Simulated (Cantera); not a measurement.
An adiabatic, constant-volume homogeneous reactor starts with CH4 : O2 : N2 : H2O = 1 : 3.08 : 11.6 : 0.88 (molar parts), at 1675 K and 1.40 bar. Integrator tolerance rtol = 1e-08.

Computed with Cantera and GRI-Mech 3.0 (53 species, 325 reactions).

Question: What does this change do: initial temperature 1675 to 1725 K?

Answer: 
| quantity | before | after |
|---|---|---|
| time of steepest temperature rise | 0.180 ms | 0.125 ms |
| temperature at 0.600 s | 2751 K | 2770 K |
| equilibrium temperature | 2751 K | 2770 K |
| x(CH4) at 0.600 s | <1e-12 (gas-phase equilibrium <1e-12) | <1e-12 (gas-phase equilibrium <1e-12) |
| x(O2) at 0.600 s | 0.0585 (gas-phase equilibrium 0.0585) | 0.0584 (gas-phase equilibrium 0.0584) |
| x(H2O) at 0.600 s | 0.150 (gas-phase equilibrium 0.150) | 0.148 (gas-phase equilibrium 0.148) |
| x(CH2CO) at 0.600 s | <1e-12 (gas-phase equilibrium <1e-12) | <1e-12 (gas-phase equilibrium <1e-12) |
| x(HO2) at 0.600 s | 1.50e-5 (gas-phase equilibrium 1.50e-5) | 1.55e-5 (gas-phase equilibrium 1.55e-5) |

Question: What does this change do: initial temperature 1675 to 1200 K?

Answer: 
| quantity | before | after |
|---|---|---|
| time of steepest temperature rise | 0.180 ms | 29.2 ms |
| temperature at 0.600 s | 2751 K | 2545 K |
| equilibrium temperature | 2751 K | 2545 K |
| x(CH4) at 0.600 s | <1e-12 (gas-phase equilibrium <1e-12) | <1e-12 (gas-phase equilibrium <1e-12) |
| x(O2) at 0.600 s | 0.0585 (gas-phase equilibrium 0.0585) | 0.0589 (gas-phase equilibrium 0.0589) |
| x(H2O) at 0.600 s | 0.150 (gas-phase equilibrium 0.150) | 0.163 (gas-phase equilibrium 0.163) |
| x(CH2CO) at 0.600 s | <1e-12 (gas-phase equilibrium <1e-12) | <1e-12 (gas-phase equilibrium <1e-12) |
| x(HO2) at 0.600 s | 1.50e-5 (gas-phase equilibrium 1.50e-5) | 1.04e-5 (gas-phase equilibrium 1.04e-5) |
